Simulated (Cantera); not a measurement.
Input: 1 mol CF₄, 0.39 mol CH₄, 0.52 mol H₂, equilibrated at 2002 °C.

These are equilibrium values from Cantera (NASA tables, ideal gas, pure condensed phases), not measurements of a reactor. Candidate condensed phases: C, C₆H₆, C₇H₈, C₈H₁₈; 95 gas species. Kinetics and transport are ignored.

At 3.60 Pa, list the 5 most abundant gas species with their mole fractions, and the condensed phases.

HF 0.645, F 0.343, CF 0.00521, H 0.00413, CF₂ 0.00270. Condensed: C(graphite).
